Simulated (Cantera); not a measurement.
Cantera run:

```python
import numpy as np
import cantera as ct

gas_names = """
    Cu CuF CuF2 Cu2 F F2 N NF NF2 NF3 N2
""".split()
cond_names = """
    Cu(cr) Cu(L) CuF2(s) CuF2(L)
""".split()


# ... load() reads the species with a 1 bar reference pressure and builds the phases ...
atoms = {
    'Cu': {'Cu': 1},
    'F2': {'F': 2},
    'N2': {'N': 2},
}
top_T = {}  # K; cautious upper limits of use, not melting points


# ... equilibrate(T, P, feed) seeds the gas with the atoms and calls Mixture.equilibrate('TP', solver="vcs", rtol=1e-11, max_steps=5000) ...
results = []
feed = {'Cu': 1, 'F2': 0.32, 'N2': 0.59}  # mol
T = 1225  # K
P = 11  # Pa
mix = equilibrate(T, P, feed)
results.append((T, P, feed, dict(zip(mix.species_names, mix.species_moles))))
x = sorted(zip(gas.X, gas.species_names), reverse=True)
print(f"T = {T:g} K  P = {P:g} Pa  gas = {mix.phase_moles(0):.4g} mol")
print("   x: " + "  ".join(f"{s} {v:.3e}" for v, s in x if v > 0.0001))
print("   condensed (mol): " + ("  ".join(f"{mix.phase(i).name} {mix.phase_moles(i):.4g}"
      for i in range(1, mix.n_phases) if mix.phase_moles(i) > 1e-12) or "none"))
```

Result:

```
T = 1225 K  P = 11 Pa  gas = 1.217 mol
   x: CuF 5.038e-01  N2 4.849e-01  CuF2 1.112e-02  Cu 2.199e-04
   condensed (mol): Cu(cr) 0.3733
```

These are equilibrium values from Cantera (NASA tables, ideal gas, pure condensed phases), not measurements of a reactor.
